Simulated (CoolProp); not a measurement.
Vapour-liquid equilibrium of R113 (1) + acetone (2) at 334 K; x and y are mole fractions of (1).

Computed with CoolProp (multi-fluid Helmholtz-energy mixture model, Marx 1992 and Lemmon 2006; pair parameters Bell 2016).

**Question.** Give the bubble pressure and the first vapour's composition at x = 0.05, 0.5, 0.8. Is there an azeotrope?

**Answer.** x = 0.05: 0.1297 MPa, y = 0.122; x = 0.5: 0.1711 MPa, y = 0.565; x = 0.8: 0.1708 MPa, y = 0.755. y crosses x between x = 0.65 and 0.8: the model has an azeotrope there.

Pair parameters are fitted to limited data, so mixtures are less certain than the pure fluids.
